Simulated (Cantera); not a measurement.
An isothermal, constant-pressure homogeneous reactor starts with H2 : O2 : N2 = 0.046 : 1 : 0.0091 (molar parts), at 1273 K and 0.00424 atm.

Model: GRI-Mech 3.0 (53 species, 325 reactions), integrated in Cantera. Radical loss at walls, strong at low pressure, is not modelled. The temperature is held fixed by assumption; the heat of reaction is taken as removed at once.

x: mole fraction; the columns are a selection and need not sum to one.

| t (s) | x H2 | x O2 | x H2O2 | x H | x H2O | x OH |
|---|---|---|---|---|---|---|
| 0.000100 | 0.0436 | 0.948 | <1e-12 | ? | 2.70e-10 | 1.54e-9 |
| 0.000316 | 0.0436 | 0.948 | 4.65e-12 | ? | 5.78e-9 | 9.90e-9 |
| 0.00100 | 0.0436 | 0.948 | 4.59e-11 | ? | 1.46e-7 | 9.97e-8 |
| 0.00316 | 0.0435 | 0.948 | 4.52e-10 | ? | 4.69e-5 | 2.44e-5 |
| 0.0100 | 0.000898 | 0.912 | 2.63e-8 | ? | 0.0375 | 0.00419 |
| 0.0316 | 0.000646 | 0.912 | 2.20e-8 | ? | 0.0384 | 0.00374 |
| 0.100 | 0.000580 | 0.916 | 2.20e-8 | ? | 0.0391 | 0.00355 |
| 0.316 | 0.000419 | 0.925 | 2.17e-8 | ? | 0.0407 | 0.00303 |
| 1.00 | 0.000178 | 0.938 | 1.88e-8 | ? | 0.0428 | 0.00199 |

**Question.** Fill in the missing entries.

**Answer.** 
- 0.000100, x H: 3.12e-9
- 0.000316, x H: 8.16e-9
- 0.00100, x H: 5.64e-8
- 0.00316, x H: 1.32e-5
- 0.0100, x H: 0.00616
- 0.0316, x H: 0.00541
- 0.100, x H: 0.00453
- 0.316, x H: 0.00268
- 1.00, x H: 0.000709
